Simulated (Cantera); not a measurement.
A closed system holds: 1 mol FeS₂, 1.4 mol H₂S, 4.2 mol CO₂, at 427 °C and 0.140 bar.

Method: chemical equilibrium by Gibbs-energy minimisation in Cantera with the NASA 1993 tables (ideal gas, pure condensed phases). Candidate condensed phases: C, C₆H₆, C₇H₈, C₈H₁₈, Fe, Fe(CO)₅, FeO, Fe(OH)₂, Fe(OH)₃, FeS, FeSO₄, FeS₂, Fe₂O₃, Fe₂(SO₄)₃, Fe₃O₄, H₂O, H₂SO₄, S; 127 gas species. Gases not in the tables: S₃ to S₇. Kinetics and transport are ignored.

Base state: CO₂ 0.723, H₂S 0.222, H₂O 0.0261, COS 0.0228, CO 0.00293, S₂ 0.00196, H₂ 0.000996, CS₂ 0.000172 (mole fractions); condensed: FeS₂(s).

Q: What changes in the equilibrium state with this change: temperature from 427 °C to 750 °C?

A: 
| species | before | after |
|---|---|---|
| CO₂ | 0.723 | 0.585 |
| H₂S | 0.222 | 0.133 |
| S₂ | 0.00196 | 0.111 |
| CO | 0.00293 | 0.0566 |
| H₂O | 0.0261 | 0.0791 |
| COS | 0.0228 | 0.0237 |
| SH | 2.43e-8 | 3.34e-5 |
| SO₂ | 8.36e-7 | 0.000724 |
| FeS₂(s), mol | 1.00 | 0 |
| FeS(s), mol | 0 | 1.00 |
FeS: taken at fixed stoichiometry.

Q: What changes in the equilibrium state with this change: temperature from 427 °C to 900 °C?

A: 
```json
[
 {"species": "CO₂", "before": "0.723", "after": "0.519"},
 {"species": "S₂", "before": "0.00196", "after": "0.137"},
 {"species": "H₂O", "before": "0.0261", "after": "0.118"},
 {"species": "H₂S", "before": "0.222", "after": "0.0763"},
 {"species": "CO", "before": "0.00293", "after": "0.112"},
 {"species": "H₂", "before": "0.000996", "after": "0.0201"},
 {"species": "COS", "before": "0.0228", "after": "0.0135"},
 {"species": "SO", "before": "<1e-9", "after": "3.30e-5"},
 {"species": "SH", "before": "2.43e-8", "after": "0.000161"},
 {"species": "SO₂", "before": "8.36e-7", "after": "0.00340"},
 {"species": "FeS₂(s), mol", "before": "1.00", "after": "0"},
 {"species": "FeS(s), mol", "before": "0", "after": "1.00"}
]
```
FeS: taken at fixed stoichiometry.

Q: What changes in the equilibrium state with this change: FeS₂ replaced by MgO?

A: 
```csv
species,before,after
CO₂,0.723,0.723
H₂S,0.222,0.222
H₂O,0.0261,0.0261
H₂,0.000996,0.000996
CO,0.00293,0.00293
COS,0.0228,0.0228
S₂,0.00196,0.00196
CS₂,0.000172,0.000172
"FeS₂(s), mol",1.00,0
"MgO(s), mol",0,1.00
```
Further candidate phases: Mg, MgCO₃, MgO, Mg(OH)₂, MgS, MgSO₄.
